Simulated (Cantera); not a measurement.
A closed system holds: 1 mol MgO, a varied amount of HCl, equilibrated at 27.0 mbar.

Cantera equilibrium calculation (NASA polynomials, part measured and part estimated; ideal gas, pure solids and liquids). Candidate condensed phases: H2O, Mg, MgCl2, MgO, Mg(OH)2; 22 gas species. Equilibrium is a limit: real reactors are often held back by kinetics, nucleation or transport.

Stable condensed phases, one row left out:

```
T in K \ n(HCl) in mol
         8.5  10  12  14  17  20  23  28  33  38  45
   1575    A   A   A   B   B   B   B   B   B   B   B
   1525    A   A   A   A   B   B   B   B   B   B   B
   1475    A   A   A   A   B   B   B   B   B   B   B
   1425    A   A   A   A   A   B   B   B   B   B   B
   1375    A   A   A   A   A   A   A   B   B   B   B
   1275    A   A   A   A   A   A   A   A   A   A   B
   1225    A   A   A   A   A   A   A   A   A   A   A
   1175    A   A   A   A   A   A   A   A   A   A   A
   1125    A   A   A   A   A   A   A   A   A   A   A
```

A: MgO; B: gas only.

Problem. Give the row for 1325 K.

Solution. 8.5: MgO; 10: MgO; 12: MgO; 14: MgO; 17: MgO; 20: MgO; 23: MgO; 28: MgO; 33: gas only; 38: gas only; 45: gas only.
